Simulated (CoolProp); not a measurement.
Vapour-liquid equilibrium of nitrogen (1) + carbon monoxide (2) at 1.27 MPa; x and y are mole fractions of (1).

Computed with CoolProp (multi-fluid Helmholtz-energy mixture model, Span 2000 and Lemmon 2006; pair parameters Gernert 2013).

Q: Give the bubble temperature and the first vapour's composition at x = 0.05, 0.35, 0.8. Is there an azeotrope?

A: x = 0.05: -160.6 °C, y = 0.063; x = 0.35: -162.5 °C, y = 0.406; x = 0.8: -164.8 °C, y = 0.829. No azeotrope shows between x = 0.05 and 0.95.

The pair parameters rest on a limited set of measurements; away from them the model extrapolates.
